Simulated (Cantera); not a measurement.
Feed: 1 mol BN, 2.4 mol NF₃, equilibrated at 1973 K and 10.0 Torr.

Equilibrium computed with Cantera from the NASA thermochemical tables; the gas is ideal and each condensed phase is pure. Candidate condensed phases: B, BN; 13 gas species. Rates play no part.

Base state: F 0.609, N₂ 0.246, BF₃ 0.145, F₂ 2.64e-5 (mole fractions); condensed: gas only.

### Question
What changes in the equilibrium state with this change: temperature from 1973 K to 773.15 K?

### Answer
```
species   before   after
-------  -------  ------
F₂       2.64e-5   0.349
N₂         0.246   0.340
BF₃        0.145   0.219
F          0.609  0.0278
NF₃        <1e-9  0.0643
```
